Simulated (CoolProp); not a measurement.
Normal hydrogen at 298.15 K and 0.33 MPa is throttled through a valve to 0.225 MPa with no heat exchange. Each further row changes one setting.

The numbers come from the reference Helmholtz-energy equation of state, Leachman 2009 in CoolProp.

```tsv
case	temperature change (K)	final density (kg/m³)
as stated	+0.0	[?]
outlet pressure 0.0675 MPa	[?]	[?]
outlet pressure 0.293 MPa	+0.0	[?]
```

Complete the blanks.


- as stated, final density (kg/m³): 0.183
- outlet pressure 0.0675 MPa, temperature change (K): +0.1
- outlet pressure 0.0675 MPa, final density (kg/m³): 0.0549
- outlet pressure 0.293 MPa, final density (kg/m³): 0.238
